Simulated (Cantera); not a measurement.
Feed: 1 mol Fe(CO)5, 0.16 mol O2, 36 mol H2, held at 0.00670 bar.

Cantera equilibrium calculation (NASA polynomials, part measured and part estimated; ideal gas, pure solids and liquids). Candidate condensed phases: C, C6H6, C7H8, C8H18, Fe, Fe(CO)5, FeO, Fe(OH)2, Fe(OH)3, Fe2O3, Fe3O4, H2O; 114 gas species. Condensed phases not in the tables: cementite and carbon dissolved in iron. Rates play no part.

log p: log10 of the partial pressure in bar; n: condensed amount in mol.

```tsv
T (K)	log p H2	log p CO	log p H2O	log p CO2	log p CH4	n C(graphite)	n Fe(α)
748	-2.24	-3.35	-3.61	-3.93	-3.96	1.14	1.00
773	-2.24	-3.24	-3.80	-4.09	-4.15	0.686	1.00
798	-2.24	-3.16	-4.01	-4.30	-4.33	0.290	1.00
823	-2.24	-3.12	___	___	___	___	1.00
848	-2.23	-3.10	-4.32	-4.70	-4.81	0	1.00
873	-2.23	-3.10	-4.36	-4.80	-5.16	0	1.00
898	-2.23	-3.10	-4.38	___	___	0	1.00
923	-2.23	-3.09	-4.38	-4.93	-5.86	0	1.00
948	-2.23	-3.09	-4.37	-4.98	-6.20	0	1.00
```

Task: Some entries are withheld; supply them.

Result: 
- 898, log p CO2: -4.87
- 898, log p CH4: -5.51
- 823, log p H2O: -4.23
- 823, log p CO2: -4.55
- 823, log p CH4: -4.50
- 823, n C(graphite): 0.0140
